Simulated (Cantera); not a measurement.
## Adiabatic ignition

An adiabatic, constant-volume homogeneous reactor starts with CH₄ : O₂ : N₂ = 1 : 1.11 : 4.18 (molar parts), at 1648 K and 293 Torr.

Computed with Cantera and GRI-Mech 3.0 (53 species, 325 reactions).

| t (s) | T (K) | P (bar) | x CH₄ | x O₂ | x C₂H₄ | x C₂H₂ | x CH₃ | x NO₂ |
|---|---|---|---|---|---|---|---|---|
| 1.00e-6 | 1648 | 0.390 | 0.159 | 0.176 | <1e-12 | <1e-12 | 7.70e-7 | <1e-12 |
| 2.70e-6 | 1648 | 0.390 | 0.159 | 0.176 | 2.32e-12 | <1e-12 | 2.47e-6 | <1e-12 |
| 7.28e-6 | 1648 | 0.390 | 0.159 | 0.176 | 1.09e-10 | <1e-12 | 7.36e-6 | <1e-12 |
| 1.96e-5 | 1648 | 0.390 | 0.159 | 0.176 | 3.58e-9 | 1.00e-12 | 2.16e-5 | <1e-12 |
| 5.29e-5 | 1648 | 0.390 | 0.159 | 0.176 | 1.05e-7 | 8.14e-11 | 6.78e-5 | <1e-12 |
| 0.000143 | 1648 | 0.390 | 0.159 | 0.176 | 3.54e-6 | 7.66e-9 | 0.000242 | <1e-12 |
| 0.000385 | 1652 | 0.391 | 0.156 | 0.175 | 0.000160 | 1.25e-6 | 0.00102 | <1e-12 |
| 0.00104 | 2847 | 0.788 | 1.34e-12 | 0.000786 | <1e-12 | <1e-12 | 5.96e-12 | 3.04e-8 |
| 0.00280 | 2815 | 0.781 | <1e-12 | 0.000847 | <1e-12 | <1e-12 | 4.26e-12 | 6.80e-8 |
| 0.00756 | 2814 | 0.780 | <1e-12 | 0.000839 | <1e-12 | <1e-12 | 4.28e-12 | 7.48e-8 |
| 0.0204 | 2814 | 0.780 | <1e-12 | 0.000839 | <1e-12 | <1e-12 | 4.28e-12 | 7.48e-8 |
| 0.0550 | 2814 | 0.780 | <1e-12 | 0.000839 | <1e-12 | <1e-12 | 4.28e-12 | 7.48e-8 |
| 0.148 | 2814 | 0.780 | <1e-12 | 0.000839 | <1e-12 | <1e-12 | 4.28e-12 | 7.48e-8 |
| 0.400 | 2814 | 0.780 | <1e-12 | 0.000839 | <1e-12 | <1e-12 | 4.28e-12 | 7.48e-8 |
x: mole fraction; the columns are a selection and need not sum to one.

time of steepest temperature rise: 0.767 ms
temperature at 0.400 s: 2814 K
equilibrium temperature: 2814 K
x(CH₄) at 0.400 s: <1e-12 (gas-phase equilibrium 1.05e-12)
x(O₂) at 0.400 s: 0.000839 (gas-phase equilibrium 0.000839)
x(C₂H₄) at 0.400 s: <1e-12 (gas-phase equilibrium <1e-12)
